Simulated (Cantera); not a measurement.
An isothermal, constant-pressure homogeneous reactor starts with 0.139 % CO, 0.556 % O₂, 0.0635 % H₂O, 99.2 % N₂, equivalence ratio 0.12, at 1500 K and 10.0 bar.

Model: GRI-Mech 3.0 (53 species, 325 reactions), integrated in Cantera.

Q: Predict: x(CO) at 3.00 s; x(O₂) at 3.00 s; x(H₂O) at 3.00 s; x(N₂O) at 3.00 s; x(NO) at 3.00 s; x(O) at 3.00 s; x(OH) at 3.00 s.

A: 
| Property | Result |
|---|---|
| x(CO) at 3.00 s | 3.10e-8 (gas-phase equilibrium 3.14e-8) |
| x(O₂) at 3.00 s | 0.00487 (gas-phase equilibrium 0.00476) |
| x(H₂O) at 3.00 s | 0.000635 (gas-phase equilibrium 0.000635) |
| x(N₂O) at 3.00 s | 4.57e-8 (gas-phase equilibrium 4.53e-8) |
| x(NO) at 3.00 s | 1.21e-6 (gas-phase equilibrium 0.000208) |
| x(O) at 3.00 s | 9.00e-8 (gas-phase equilibrium 8.90e-8) |
| x(OH) at 3.00 s | 1.37e-6 (gas-phase equilibrium 1.36e-6) |
